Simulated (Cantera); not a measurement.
Cantera run, input and output.

```python
import numpy as np
import cantera as ct

gas = ct.Solution("h2o2.yaml")
gas.TPX = 450, 58000, {'H2': 1, 'O2': 0.25, 'N2': 0.94}
flame = ct.FreeFlame(gas, width=0.059)
flame.set_refine_criteria(ratio=3, slope=0.08, curve=0.16)
flame.transport_model = "mixture-averaged"
flame.solve(loglevel=0, auto=True)
z, T = flame.grid, flame.T
thick = (T[-1] - T[0]) / np.gradient(T, z).max()
show = ['H2', 'O2', 'O', 'H2O', 'HO2', 'OH']
print(f"laminar burning velocity  {flame.velocity[0] * 100:.3f} cm/s")
print(f"burnt temperature         {T[-1]:.1f} K")
print(f"thermal thickness         {thick * 1e3:.4f} mm")
print(f"grid points               {len(z)}")
z0 = z[flame.heat_release_rate.argmax()]
print(f"{'z/mm':>9s}{'T/K':>9s}{'u/(m/s)':>9s}" + "".join(f"{s:>11s}" for s in show))
rows = []
for k in (-3, -2, -1.5, -1, -0.5, -0.25, 0, 0.25, 0.5, 1, 2, 4, 8):
    zz = z0 + k * thick
    rows.append([k * thick, np.interp(zz, z, T), np.interp(zz, z, flame.velocity),
                 *(np.interp(zz, z, flame.X[gas.species_index(s)]) for s in show)])
    print(f"{rows[-1][0] * 1e3:9.3f}{rows[-1][1]:9.1f}{rows[-1][2]:9.3f}" + "".join(f"{x:11.3e}" for x in rows[-1][3:]))
```

Output:

```
laminar burning velocity  533.955 cm/s
burnt temperature         2160.7 K
thermal thickness         0.8227 mm
grid points               130
     z/mm      T/K  u/(m/s)         H2         O2          O        H2O        HO2         OH
   -2.468    450.0    5.340  4.566e-01  1.142e-01  3.722e-16  9.488e-15  8.513e-15  4.088e-18
   -1.645    450.0    5.340  4.566e-01  1.142e-01  9.133e-14  1.969e-12  2.250e-12  1.003e-15
   -1.234    450.0    5.340  4.566e-01  1.142e-01  5.195e-12  1.231e-10  1.810e-10  5.703e-14
   -0.823    450.0    5.340  4.566e-01  1.142e-01  1.424e-09  5.120e-08  1.032e-07  2.686e-11
   -0.411    469.4    5.545  4.534e-01  1.143e-01  6.515e-06  6.214e-04  1.953e-04  5.540e-05
   -0.206    721.3    8.316  4.201e-01  1.078e-01  2.243e-04  2.103e-02  1.280e-04  6.443e-04
    0.000   1136.1   12.723  3.189e-01  7.168e-02  2.866e-03  1.011e-01  4.615e-05  1.713e-03
    0.206   1408.3   15.650  2.250e-01  1.791e-02  3.325e-03  2.039e-01  1.098e-05  3.331e-03
    0.411   1522.0   16.828  2.046e-01  3.109e-03  1.767e-03  2.341e-01  1.817e-06  3.567e-03
    0.823   1629.8   17.895  2.088e-01  7.129e-04  1.275e-03  2.403e-01  4.031e-07  3.970e-03
    1.645   1743.6   18.986  2.183e-01  4.919e-04  9.914e-04  2.429e-01  2.673e-07  4.188e-03
    3.291   1856.8   20.044  2.278e-01  3.157e-04  6.626e-04  2.459e-01  1.727e-07  3.996e-03
    6.582   1958.0   20.966  2.363e-01  1.725e-04  3.743e-04  2.491e-01  1.013e-07  3.400e-03
```

Detailed kinetics in Cantera: the H2/O2 subset of GRI-Mech 3.0, which has no nitrogen chemistry. Burning velocities carry a grid error of a few per cent, more on coarse grids.
